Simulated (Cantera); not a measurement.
Cantera run, input and output.

```python
import numpy as np
import cantera as ct

gas = ct.Solution("h2o2.yaml")
gas.TPX = 500, 990000, {'H2': 1, 'O2': 0.893, 'N2': 7.68}
inlet = ct.Reservoir(gas, clone=True)
gas.equilibrate("HP")  # start burning
reactor = ct.IdealGasConstPressureReactor(gas, energy="on", clone=False)
exhaust = ct.Reservoir(gas, clone=True)
tau = [0.19, 0.09, 0.044, 0.021, 0.01, 0.0049, 0.0024, 0.0012, 0.00056, 0.00027, 0.00013, 6.3e-05, 3e-05][0]
for a, b in ((inlet, reactor), (reactor, exhaust)):
    ct.MassFlowController(a, b, mdot=lambda t: reactor.mass / tau)
net = ct.ReactorNet([reactor])
show = ['H2', 'O2', 'HO2', 'H', 'OH', 'O']

rows = []
print(f"{'tau/s':>10s}{'T/K':>9s}" + "".join(f"{s:>11s}" for s in show))
for tau in [0.19, 0.09, 0.044, 0.021, 0.01, 0.0049, 0.0024, 0.0012, 0.00056, 0.00027, 0.00013, 6.3e-05, 3e-05]:
    net.initial_time = 0.0
    net.advance(30 * tau)
    before = gas.X
    net.advance(40 * tau)
    drift = np.max(np.abs(gas.X - before) / (gas.X + 1e-9))
    rows.append([gas.T, *gas[show].X, drift])
    print(f"{tau:10.3e}{gas.T:9.1f}" + "".join(f"{x:11.3e}" for x in gas[show].X))
```

It prints:

```
     tau/s      T/K         H2         O2        HO2          H         OH          O
 1.900e-01   1311.6  3.563e-04  4.347e-02  1.313e-05  1.564e-07  6.607e-06  4.926e-07
 9.000e-02   1309.5  6.418e-04  4.360e-02  2.071e-05  3.124e-07  7.628e-06  8.925e-07
 4.400e-02   1306.0  1.125e-03  4.383e-02  3.122e-05  6.040e-07  8.740e-06  1.521e-06
 2.100e-02   1299.4  2.055e-03  4.426e-02  4.685e-05  1.183e-06  9.801e-06  2.480e-06
 1.000e-02   1284.8  4.101e-03  4.521e-02  7.020e-05  2.257e-06  1.003e-05  3.565e-06
 4.900e-03    500.0  1.045e-01  9.328e-02  7.624e-19  1.206e-24  3.855e-28  1.137e-26
 2.400e-03    500.0  1.045e-01  9.328e-02  3.571e-19  1.206e-24  3.842e-28  1.129e-26
 1.200e-03    500.0  1.045e-01  9.328e-02  1.898e-19  1.206e-24  3.818e-28  1.116e-26
 5.600e-04    500.0  1.045e-01  9.328e-02  9.004e-20  1.206e-24  3.767e-28  1.087e-26
 2.700e-04    500.0  1.045e-01  9.328e-02  4.332e-20  1.206e-24  3.671e-28  1.032e-26
 1.300e-04    500.0  1.045e-01  9.328e-02  2.085e-20  1.206e-24  3.499e-28  9.346e-27
 6.300e-05    500.0  1.045e-01  9.328e-02  1.010e-20  1.206e-24  3.233e-28  7.842e-27
 3.000e-05    500.0  1.045e-01  9.328e-02  4.818e-21  1.206e-24  2.875e-28  5.856e-27
```

Model: the H2/O2 subset of GRI-Mech 3.0, which has no nitrogen chemistry, integrated in Cantera. The hydrogen kinetics of GRI-Mech 3.0 are dated; newer H2 mechanisms differ, most at raised pressure.
